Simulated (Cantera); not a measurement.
A Cantera script and what it prints.

```python
import numpy as np
import cantera as ct

gas_names = """
    CO2 CO O O2
""".split()
cond_names = """

""".split()


def load(file, names, dense=False):
    # The tables refer to 1 bar. Condensed volumes are neglected.
    table = {s.name: s for s in ct.Species.list_from_file(file)}
    out = []
    for n in names:
        d = dict(table[n].input_data)
        d["thermo"] = dict(d["thermo"], **{"reference-pressure": 1e5})
        if dense:
            d["equation-of-state"] = {"model": "constant-volume", "density": "1e6 g/cm^3"}
        out.append(ct.Species.from_dict(d))
    return out


species = {s.name: s for s in load("nasa_gas.yaml", gas_names) + load("nasa_condensed.yaml", cond_names)}
# Each term lists the table entries of one substance; the one whose range holds T is used.
reactions = {
    'CO2(g) = CO(g) + O(g)':
        [(-1, ['CO2']), (1, ['CO']), (1, ['O'])],
    '2 O(g) = O2(g)':
        [(-2, ['O']), (1, ['O2'])],
}


def pick(names, T):
    return next(species[n] for n in names if species[n].thermo.min_temp <= T <= species[n].thermo.max_temp)


results = []
for label, terms in reactions.items():
    print(label)
    print("     T/K   dH/kJ  dS/(J/K)   dG/kJ   log10 K")
    for T in [300, 2648, 2673, 2698, 2723, 2748, 2773, 2798, 2823, 2848]:
        used = [(nu, pick(names, T)) for nu, names in terms]
        dH = sum(nu * s.thermo.h(T) for nu, s in used) / 1e6
        dS = sum(nu * s.thermo.s(T) for nu, s in used) / 1e3
        dG = dH - T * dS / 1e3
        logK = -dG * 1e6 / (ct.gas_constant * T * np.log(10))
        results.append((label, T, dH, dS, dG, logK, [s.name for _, s in used]))
        print(f"{T:8g} {dH:8.1f} {dS:8.1f} {dG:8.1f} {logK:8.2f}")
```

Result:

```
CO2(g) = CO(g) + O(g)
     T/K   dH/kJ  dS/(J/K)   dG/kJ   log10 K
     300    532.2    145.0    488.7   -85.08
    2648    530.8    149.7    134.4    -2.65
    2673    530.7    149.6    130.7    -2.55
    2698    530.6    149.6    127.0    -2.46
    2723    530.5    149.6    123.2    -2.36
    2748    530.4    149.5    119.5    -2.27
    2773    530.3    149.5    115.8    -2.18
    2798    530.2    149.5    112.0    -2.09
    2823    530.1    149.4    108.3    -2.00
    2848    530.0    149.4    104.5    -1.92
2 O(g) = O2(g)
     T/K   dH/kJ  dS/(J/K)   dG/kJ   log10 K
     300   -498.4   -117.1   -463.3    80.66
    2648   -512.6   -134.6   -156.1     3.08
    2673   -512.7   -134.6   -152.7     2.98
    2698   -512.7   -134.7   -149.4     2.89
    2723   -512.8   -134.7   -146.0     2.80
    2748   -512.8   -134.7   -142.6     2.71
    2773   -512.9   -134.7   -139.3     2.62
    2798   -512.9   -134.8   -135.9     2.54
    2823   -513.0   -134.8   -132.5     2.45
    2848   -513.1   -134.8   -129.2     2.37
```

Cantera with NASA thermochemical tables; ideal gases at 1 bar, condensed phases pure. Condensed species are held in their standard states even where they would react or evaporate.
